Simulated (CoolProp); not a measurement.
Computed with CoolProp (reference Helmholtz-energy equation of state, Platzer 1990). This equation is an older, rougher fit.

### Question
For c-C4F8 (RC318), give the phase and the speed of sound (m/s), viscosity (µPa s), Prandtl number at 456.1 K and 101 kPa.

### Answer
- 456.1 K and 101 kPa: gas; speed of sound 140, viscosity 17.5, Prandtl number 0.755

Viscosity comes from a separate model (Huber 2003), an estimate that may be off by 10 % or more. Thermal conductivity comes from a separate model (Huber 2003), an estimate that may be off by 10 % or more.
